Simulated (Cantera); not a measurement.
An adiabatic, constant-pressure homogeneous reactor starts with CH4 : C2H6 : O2 : N2 = 1 : 0.053 : 4.75 : 17.9 (molar parts), at 1675 K and 7.30 bar. Integrator tolerance rtol = 1e-08.

Cantera simulation using GRI-Mech 3.0 (53 species, 325 reactions); the numbers are that mechanism's predictions, not measurements.

Question: What does this change do: N2 17.9 to 26 parts?

Answer: 
| quantity | before | after |
|---|---|---|
| time of steepest temperature rise | 22.5 µs | 28.0 µs |
| temperature at 0.200 s | 2527 K | 2353 K |
| equilibrium temperature | 2527 K | 2353 K |
| x(CH4) at 0.200 s | <1e-12 (gas-phase equilibrium <1e-12) | <1e-12 (gas-phase equilibrium <1e-12) |
| x(C2H6) at 0.200 s | <1e-12 (gas-phase equilibrium <1e-12) | <1e-12 (gas-phase equilibrium <1e-12) |
| x(O2) at 0.200 s | 0.0982 (gas-phase equilibrium 0.0982) | 0.0744 (gas-phase equilibrium 0.0744) |
| x(H2) at 0.200 s | 0.000694 (gas-phase equilibrium 0.000694) | 0.000250 (gas-phase equilibrium 0.000250) |
| x(C2H2) at 0.200 s | <1e-12 (gas-phase equilibrium <1e-12) | <1e-12 (gas-phase equilibrium <1e-12) |

Question: What does this change do: 0.51 parts H2 added?

Answer: 
```tsv
quantity	before	after
time of steepest temperature rise	22.5 µs	11.0 µs
temperature at 0.200 s	2527 K	2611 K
equilibrium temperature	2527 K	2611 K
x(CH4) at 0.200 s	<1e-12 (gas-phase equilibrium <1e-12)	<1e-12 (gas-phase equilibrium <1e-12)
x(C2H6) at 0.200 s	<1e-12 (gas-phase equilibrium <1e-12)	<1e-12 (gas-phase equilibrium <1e-12)
x(O2) at 0.200 s	0.0982 (gas-phase equilibrium 0.0982)	0.0857 (gas-phase equilibrium 0.0857)
x(H2) at 0.200 s	0.000694 (gas-phase equilibrium 0.000694)	0.00132 (gas-phase equilibrium 0.00132)
x(C2H2) at 0.200 s	<1e-12 (gas-phase equilibrium <1e-12)	<1e-12 (gas-phase equilibrium <1e-12)
```
